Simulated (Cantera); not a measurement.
## C₂H₄ + O₂ + H₂ (carbon deposition, reforming and gasification)

Charge: 1 mol C₂H₄, 0.57 mol O₂, 26 mol H₂, at 93.0 mbar.

These are equilibrium values from Cantera (NASA tables, ideal gas, pure condensed phases), not measurements of a reactor. Candidate condensed phases: C, C₆H₆, C₇H₈, C₈H₁₈, H₂O; 110 gas species. Rates play no part.

At 773 K nothing is condensed. From 873 K to 1973 K the condensed part is C(graphite). The main C-bearing gas is CH₄ at 773 K and CO at 1973 K.

| T (K) | log p H₂ | log p CH₄ | log p CO | log p H₂O | log p H | log p CO₂ | log p C₂H₂ (acetylene) | log p CH₃ | n C(graphite) |
|---|---|---|---|---|---|---|---|---|---|
| 773 | -1.08 | -2.18 | -3.40 | -2.46 | -12.58 | -4.06 | <-13 | -12.54 | 0 |
| 873 | -1.07 | -2.48 | -2.57 | -3.01 | -10.86 | -4.09 | -11.72 | -11.08 | 0.184 |
| 973 | -1.05 | -3.00 | -2.46 | -3.72 | -9.49 | -4.92 | -10.32 | -10.21 | 0.613 |
| 1073 | -1.05 | -3.44 | -2.44 | -4.38 | -8.38 | -5.74 | -9.19 | -9.51 | 0.760 |
| 1173 | -1.05 | -3.81 | -2.44 | -4.94 | -7.45 | -6.43 | -8.26 | -8.94 | 0.815 |
| 1273 | -1.05 | -4.13 | -2.44 | -5.41 | -6.67 | -7.02 | -7.48 | -8.46 | 0.838 |
| 1373 | -1.05 | -4.40 | -2.44 | -5.82 | -6.00 | -7.52 | -6.81 | -8.05 | 0.848 |
| 1473 | -1.05 | -4.63 | -2.44 | -6.17 | -5.42 | -7.95 | -6.24 | -7.70 | 0.852 |
| 1573 | -1.05 | -4.83 | -2.44 | -6.47 | -4.92 | -8.32 | -5.73 | -7.39 | 0.854 |
| 1673 | -1.05 | -5.01 | -2.44 | -6.74 | -4.47 | -8.65 | -5.29 | -7.12 | 0.854 |
| 1773 | -1.05 | -5.17 | -2.44 | -6.97 | -4.07 | -8.93 | -4.90 | -6.89 | 0.850 |
| 1873 | -1.05 | -5.31 | -2.44 | -7.19 | -3.72 | -9.19 | -4.56 | -6.68 | 0.841 |
| 1973 | -1.05 | -5.44 | -2.44 | -7.37 | -3.40 | -9.42 | -4.24 | -6.49 | 0.823 |
log p: log10 of the partial pressure in bar; n: condensed amount in mol.
